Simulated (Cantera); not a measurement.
Charge: 1 mol Si(CH₃)₄, 0.0066 mol C₂H₂, 11 mol H₂, equilibrated at 3.30 Torr.

Cantera equilibrium calculation (NASA polynomials, part measured and part estimated; ideal gas, pure solids and liquids). Candidate condensed phases: C, C₆H₆, C₇H₈, C₈H₁₈, Si, SiC; 87 gas species. Gases not in the tables: Si₂H₆ and higher silanes. The numbers say what is thermodynamically allowed, not how fast it happens. All values below are at 2050 °C.

Base state: H₂ 0.801, H 0.147, Si 0.0384, SiC₂ 0.00573, C₂H₂ (acetylene) 0.00388, Si₂C 0.00324, SiH 0.000803, Si₂ 0.000114 (mole fractions); condensed: C(graphite).

Problem. What changes in the equilibrium state with this change: pressure from 3.30 Torr to 7.50 Torr?

Solution. 
```csv
species,before,after
H₂,0.801,0.872
H,0.147,0.102
Si,0.0384,0.0174
SiC₂,0.00573,0.00260
Si₂,0.000114,5.36e-5
"C(graphite), mol",3.58,3.17
"SiC(s), mol",0,0.563
```
